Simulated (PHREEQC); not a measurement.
# Acid rinse or clean (model solution)

Dissolve 0.0038 mol HBr and 0.14 mol MnSO4 per kg of water at 20 °C. Closed to the air; pH follows from the charge balance.

Equilibrium calculation in PHREEQC: ion-association model, phreeqc.dat.

```yaml
pH: 2.96
ionic_strength: 0.307 mol/kgw
specific_conductance: 10700 µS/cm
density: 1.018 g/cm³
total_alkalinity: -3.80 meq/kg
```

| species | molality | activity | log γ |
|---|---|---|---|
| Mn+2 | 0.0770 | 0.0224 | -0.536 |
| SO4-2 | 0.0745 | 0.0187 | -0.600 |
| MnSO4 | 0.0630 | 0.0677 | 0.031 |
| Br- | 0.00380 | 0.00250 | -0.181 |
| HSO4- | 0.00242 | 0.00178 | -0.134 |
| H+ | 0.00138 | 0.00108 | -0.106 |

Precipitation was switched off in this run. Species that the database lacks are ignored.
